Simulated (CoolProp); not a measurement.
A closed Brayton cycle with carbon dioxide: compressor inlet 310.15 K and 9.4 MPa, high pressure 27.9 MPa, turbine inlet 710 K, compressor efficiency 0.85, turbine efficiency 0.85, recuperator effectiveness 0.9 (on enthalpy, no pinch check). Each further row changes one setting.

Values from CoolProp's reference Helmholtz-energy equation of state, Span 1996.

```csv
case,thermal efficiency (%),net work (kJ/kg),compressor to turbine work,compressor exit (K),turbine exit (K)
as stated,30.3,81.7,0.27,344.3,595.9
turbine inlet 660 K,28.2,71.6,0.30,344.3,549.8
compressor inlet 320.15 K,28.1,66.6,0.40,390.7,595.9
high pressure 23.7 MPa,29.0,72.9,0.25,338.3,612.7
recuperator effectiveness 0.5,20.7,81.7,0.27,344.3,595.9
```
